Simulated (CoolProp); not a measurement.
A single-stage vapour-compression cycle with n-butane: evaporating at 257.15 K (dew point), condensing at 280.15 K (bubble point), superheat 8 K, subcooling 0 K, compressor efficiency 0.65, no pressure losses. Each further row changes one setting.

The numbers come from the reference Helmholtz-energy equation of state, Bücker 2006 in CoolProp.

```json
[
 {"case": "as stated", "cooling COP": "6.72", "pressure ratio": "2.47", "discharge temperature (K)": "299.6", "refrigerating effect (kJ/kg)": "359", "volumetric capacity (kJ/m³)": "523"},
 {"case": "evaporating temperature 262.15 K", "cooling COP": "8.91", "pressure ratio": "…", "discharge temperature (K)": "…", "refrigerating effect (kJ/kg)": "366", "volumetric capacity (kJ/m³)": "…"},
 {"case": "condensing temperature 275.15 K", "cooling COP": "…", "pressure ratio": "2.06", "discharge temperature (K)": "…", "refrigerating effect (kJ/kg)": "371", "volumetric capacity (kJ/m³)": "540"},
 {"case": "subcooling 5 K", "cooling COP": "…", "pressure ratio": "2.47", "discharge temperature (K)": "299.6", "refrigerating effect (kJ/kg)": "371", "volumetric capacity (kJ/m³)": "540"},
 {"case": "superheat 18 K", "cooling COP": "…", "pressure ratio": "2.47", "discharge temperature (K)": "…", "refrigerating effect (kJ/kg)": "375", "volumetric capacity (kJ/m³)": "525"},
 {"case": "compressor efficiency 0.55", "cooling COP": "5.69", "pressure ratio": "2.47", "discharge temperature (K)": "305.1", "refrigerating effect (kJ/kg)": "359", "volumetric capacity (kJ/m³)": "523"}
]
```

### Question
Some entries are withheld; supply them.

### Answer

- evaporating temperature 262.15 K, pressure ratio: 2.00
- evaporating temperature 262.15 K, discharge temperature (K): 296.7
- evaporating temperature 262.15 K, volumetric capacity (kJ/m³): 650
- condensing temperature 275.15 K, cooling COP: 8.75
- condensing temperature 275.15 K, discharge temperature (K): 292.6
- subcooling 5 K, cooling COP: 6.94
- superheat 18 K, cooling COP: 6.75
- superheat 18 K, discharge temperature (K): 309.8
